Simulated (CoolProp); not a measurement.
Vapour-liquid equilibrium of ethane (1) + n-perfluorobutane (2) at -32.55 °C; x and y are mole fractions of (1).

Model: multi-fluid Helmholtz-energy mixture model, Bücker 2006 and Gao 2022; pair parameters Bell 2016, in CoolProp.

### Question
Give the bubble pressure and the first vapour's composition at x = 0.15, 0.85, 0.95. Is there an azeotrope?

### Answer
x = 0.15: 305.6 kPa, y = 0.922; x = 0.85: 850.7 kPa, y = 0.984; x = 0.95: 934.5 kPa, y = 0.994. No azeotrope shows between x = 0.05 and 0.95.

The pair parameters rest on a limited set of measurements; away from them the model extrapolates. With so large a gap from Raoult's law the liquid may split in two, which this calculation doesn't test in full.
